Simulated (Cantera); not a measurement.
Cantera run, input and output.

```python
import numpy as np
import cantera as ct

gas = ct.Solution("gri30.yaml", transport_model="multicomponent")
show = ['C2H2', 'H2O', 'CH4']

rows = []
print(f"{'T/K':>7s}{'rho':>11s}{'cp':>10s}{'mu':>11s}{'lambda':>11s}{'Pr':>7s}" + "".join(f"{'D_' + s:>11s}" for s in show))
for T in [400, 500, 600, 700, 800, 900, 1000, 1100, 1200]:
    gas.TPX = T, 690, {'C2H4': 0.95, 'N2': 0.57, 'H2O': 0.55, 'CO2': 0.32}
    Pr = gas.cp_mass * gas.viscosity / gas.thermal_conductivity
    D = [gas.mix_diff_coeffs_mole[gas.species_index(s)] for s in show]
    rows.append([gas.density, gas.cp_mass, gas.viscosity, gas.thermal_conductivity, Pr, *D])
    print(f"{T:7g}{gas.density:11.4e}{gas.cp_mass:10.1f}{gas.viscosity:11.4e}"
          f"{gas.thermal_conductivity:11.4e}{Pr:7.3f}" + "".join(f"{d:11.4e}" for d in D))
print("SI units: kg/m3, J/kg/K, Pa s, W/m/K, m2/s")
```

Result:

```
    T/K        rho        cp         mu     lambda     Pr     D_C2H2      D_H2O      D_CH4
    400 5.7823e-03    1482.9 1.6351e-05 3.3773e-02  0.718 3.5918e-03 4.6157e-03 4.8341e-03
    500 4.6258e-03    1647.0 1.9914e-05 4.5398e-02  0.722 5.4301e-03 7.1297e-03 7.2548e-03
    600 3.8549e-03    1796.6 2.3240e-05 5.7491e-02  0.726 7.5564e-03 1.0092e-02 1.0042e-02
    700 3.3042e-03    1924.8 2.6369e-05 6.9612e-02  0.729 9.9474e-03 1.3464e-02 1.3168e-02
    800 2.8911e-03    2032.2 2.9331e-05 8.1521e-02  0.731 1.2585e-02 1.7214e-02 1.6610e-02
    900 2.5699e-03    2126.8 3.2149e-05 9.3309e-02  0.733 1.5455e-02 2.1319e-02 2.0352e-02
   1000 2.3129e-03    2224.3 3.4842e-05 1.0551e-01  0.735 1.8546e-02 2.5758e-02 2.4378e-02
   1100 2.1026e-03    2302.0 3.7428e-05 1.1712e-01  0.736 2.1849e-02 3.0515e-02 2.8678e-02
   1200 1.9274e-03    2371.5 3.9917e-05 1.2853e-01  0.737 2.5354e-02 3.5575e-02 3.3240e-02
SI units: kg/m3, J/kg/K, Pa s, W/m/K, m2/s
```

Detailed kinetics in Cantera: GRI-Mech 3.0 (53 species, 325 reactions). Polar gases are described roughly by these parameters. The composition is frozen, though it would react at the higher temperatures.
